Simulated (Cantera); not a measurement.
What does this Cantera script print?

```python
import numpy as np
import cantera as ct

gas_names = """
    H O
""".split()
cond_names = """
    SrO2H2(s) SrO2H2(L) Sr(a) Sr(b) Sr(L)
""".split()


# ... load() reads the species with a 1 bar reference pressure and builds the phases ...
species = {s.name: s for s in load("nasa_gas.yaml", gas_names) + load("nasa_condensed.yaml", cond_names)}
# Each term lists the table entries of one substance; the one whose range holds T is used.
reactions = {
    'Sr(OH)2 = Sr + 2 H(g) + 2 O(g)':
        [(-1, ['SrO2H2(s)', 'SrO2H2(L)']), (1, ['Sr(a)', 'Sr(b)', 'Sr(L)']), (2, ['H']), (2, ['O'])],
}


def pick(names, T):
    return next(species[n] for n in names if species[n].thermo.min_temp <= T <= species[n].thermo.max_temp)


results = []
for label, terms in reactions.items():
    print(label)
    print("     T/K   dH/kJ  dS/(J/K)   dG/kJ   log10 K")
    for T in [948, 973, 998, 1023, 1048, 1073]:
        used = [(nu, pick(names, T)) for nu, names in terms]
        dH = sum(nu * s.thermo.h(T) for nu, s in used) / 1e6
        dS = sum(nu * s.thermo.s(T) for nu, s in used) / 1e3
        dG = dH - T * dS / 1e3
        logK = -dG * 1e6 / (ct.gas_constant * T * np.log(10))
        results.append((label, T, dH, dS, dG, logK, [s.name for _, s in used]))
        print(f"{T:8g} {dH:8.1f} {dS:8.1f} {dG:8.1f} {logK:8.2f}")
```

It prints:

```
Sr(OH)2 = Sr + 2 H(g) + 2 O(g)
     T/K   dH/kJ  dS/(J/K)   dG/kJ   log10 K
     948   1878.6    485.7   1418.2   -78.14
     973   1877.5    484.5   1406.1   -75.48
     998   1876.5    483.4   1394.0   -72.96
    1023   1875.4    482.4   1381.9   -70.56
    1048   1882.3    489.0   1369.8   -68.27
    1073   1881.4    488.1   1357.6   -66.09
```

Source: NASA polynomial tables (part measured, part estimated), evaluated in Cantera. Condensed species are held in their standard states even where they would react or evaporate.
